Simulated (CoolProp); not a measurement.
Saturation properties of n-undecane (Tc = 365.7 °C, pc = 1990 kPa, ω = 0.539).

Model: reference Helmholtz-energy equation of state, Aleksandrov 2011, in CoolProp. It is a short technical equation, of lower accuracy than the large ones.

```tsv
T (°C)	p (kPa)	vapour density (kg/m³)	enthalpy of vaporisation (kJ/kg)	liquid cp (kJ/(kg K))	surface tension (mN/m)
197.15	104.8	4.506	264.2	2.888	9.57
200.65	114.0	4.889	262.0	2.903	9.31
204.15	123.9	5.298	259.7	2.918	9.05
207.65	134.4	5.734	257.5	2.933	8.79
211.15	145.6	6.199	255.2	2.949	8.54
214.55	157.1	6.680	252.9	2.964	8.29
218.05	169.8	7.207	250.6	2.979	8.04
221.55	183.2	7.767	248.2	2.994	7.79
225.05	197.4	8.363	245.8	3.010	7.54
228.55	212.5	8.996	243.3	3.026	7.29
232.05	228.5	9.669	240.8	3.042	7.05
235.55	245.4	10.38	238.3	3.058	6.81
239.05	263.2	11.14	235.7	3.074	6.56
242.55	282.0	11.95	233.1	3.090	6.33
```

It boils at 195.8 °C under 1 atm.

Surface tension comes from a separate correlation (Mulero 2014).
